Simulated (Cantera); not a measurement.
Charge: 1 mol Si, 3.9 mol Br₂, 40 mol N₂, held at 0.100 bar.

Method: chemical equilibrium by Gibbs-energy minimisation in Cantera with the NASA 1993 tables (ideal gas, pure condensed phases). Candidate condensed phases: Br₂, Si, Si₃N₄; 13 gas species. Kinetics and transport are ignored. All values below are at 1075 K.

Base state: N₂ 0.929, Br₂ 0.0400, SiBr₄ 0.0232, Br 0.00826 (mole fractions); condensed: gas only.

Q: What changes in the equilibrium state with this change: pressure from 0.100 bar to 0.0133 bar?

A: 
| species | before | after |
|---|---|---|
| N₂ | 0.929 | 0.923 |
| Br₂ | 0.0400 | 0.0335 |
| SiBr₄ | 0.0232 | 0.0231 |
| Br | 0.00826 | 0.0207 |
